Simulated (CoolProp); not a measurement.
Properties of R410A along the isobar 0.266 MPa.

Model: reference Helmholtz-energy equation of state, Lemmon 2003, in CoolProp. It is a pseudo-pure fit of the blend.

```csv
T (K),phase,density (kg/m³),cp (kJ/(kg K)),Joule-Thomson coefficient (K/MPa),isothermal compressibility (1/MPa),conductivity (mW/(m K))
287,gas,8.433,0.8462,23.14,3.924,12.7
294.4,gas,8.189,0.8500,21.10,3.907,13.2
301.7,gas,7.963,0.8551,19.34,3.893,13.8
309,gas,7.752,0.8613,17.79,3.881,14.3
316.3,gas,7.553,0.8683,16.42,3.870,14.8
323.6,gas,7.366,0.8759,15.19,3.860,15.4
330.9,gas,7.188,0.8841,14.10,3.852,15.9
338.2,gas,7.020,0.8927,13.12,3.844,16.4
345.5,gas,6.860,0.9016,12.24,3.838,17.0
352.8,gas,6.708,0.9107,11.44,3.832,17.5
360.1,gas,6.563,0.9201,10.72,3.826,18.0
367.4,gas,6.424,0.9296,10.06,3.821,18.6
```

Thermal conductivity comes from a separate model (Geller 2001).
